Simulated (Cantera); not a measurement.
A closed system holds: 1 mol CHF₃, a varied amount of F₂, equilibrated at 2200 °C and 10.0 mbar.

Method: chemical equilibrium by Gibbs-energy minimisation in Cantera with the NASA 1993 tables (ideal gas, pure condensed phases). Candidate condensed phases: C, C₆H₆, C₇H₈, C₈H₁₈; 95 gas species. Gases not in the tables: C₂F₆ and larger saturated fluorocarbons. Rates play no part.

Question: At 0.42 mol F₂, list the 4 most abundant gas species with their mole fractions, and the condensed phases.

Answer: F 0.413, HF 0.329, CF₂ 0.234, CF 0.0124. Condensed: C(graphite).
